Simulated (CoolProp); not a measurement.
Saturation properties of R11.

Values from CoolProp's reference Helmholtz-energy equation of state, Jacobsen 1992.

| T (°C) | p (MPa) | liquid density (kg/m³) | vapour density (kg/m³) | liquid cp (kJ/(kg K)) | vapour viscosity (µPa s) |
|---|---|---|---|---|---|
| 63.65 | 0.3457 | 1379 | 18.54 | 0.9261 | 11.4 |
| 74.85 | 0.4613 | 1349 | 24.45 | 0.9429 | 11.7 |
| 86.05 | 0.6037 | ? | 31.77 | 0.9618 | 12.1 |
| 97.25 | 0.7764 | ? | 40.76 | 0.9836 | 12.5 |
| 108.45 | 0.9833 | ? | 51.76 | 1.009 | 12.9 |
| 119.75 | 1.230 | 1211 | 65.36 | 1.040 | ? |
| 130.95 | 1.518 | 1171 | ? | 1.079 | 13.9 |
| 142.15 | 1.851 | 1126 | 102.4 | 1.130 | 14.6 |
| 153.35 | 2.236 | ? | ? | 1.203 | 15.5 |
| 164.55 | 2.676 | 1020 | 161.6 | 1.321 | 16.7 |

Problem. Some entries are withheld; supply them.

Solution. 
- 86.05, liquid density (kg/m³): 1317
- 97.25, liquid density (kg/m³): 1284
- 108.45, liquid density (kg/m³): 1249
- 119.75, vapour viscosity (µPa s): 13.4
- 130.95, vapour density (kg/m³): 81.91
- 153.35, liquid density (kg/m³): 1077
- 153.35, vapour density (kg/m³): 128.2

It boils at 23.7 °C under 1 atm.

Viscosity comes from a separate model (Klein 1997), an estimate that may be off by 10 % or more.
